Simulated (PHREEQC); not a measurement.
Solution (25 °C): 0.0071 mol HNO3, 0.13 mol FeCl3 and 0.051 mol CuCl2 per kg of water. Closed to the air; pH follows from the charge balance.

Computed with PHREEQC (ion-association model, phreeqc.dat).

Precipitation was switched off in this run.

Question: Order these Cl species by the share of Cl that they hold, largest first: CuCl+, Cl-, FeCl2+, FeCl+2, CuCl2.

Answer: Cl- (74 %), FeCl+2 (14 %), FeCl2+ (9.1 %), CuCl+ (1.9 %), CuCl2 (0.27 %)

Question: Order these Cu species by the share of Cu that they hold, largest first: CuCl2, Cu+2, CuCl+.

Answer: Cu+2 (80 %), CuCl+ (19 %), CuCl2 (1.3 %)

The pH is 1.85 and the ionic strength 0.582 mol/kgw. The solution is supersaturated, for example in Hematite (slow to form), Goethite (slow to form), so a real one may precipitate; this is no full list.
